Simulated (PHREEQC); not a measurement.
A solution holds 0.084 mol NaHCO3, 4.4e-05 mol NaOH and 0.028 mol NaCl per kg of water, at 25 °C. Closed to the air; pH follows from the charge balance.

The numbers come from PHREEQC with the ion-association model, wateq4f.dat.

No solid was allowed to form.

**Question.** Order these C species by the share of C that they hold, largest first: HCO3-, CO3-2, NaHCO3, NaCO3-, CO2.

**Answer.** HCO3- (93 %), NaHCO3 (3.4 %), CO2 (1.6 %), CO3-2 (0.93 %), NaCO3- (0.70 %)

The pH is 8.01 and the ionic strength 0.109 mol/kgw. Species that the database lacks are ignored.
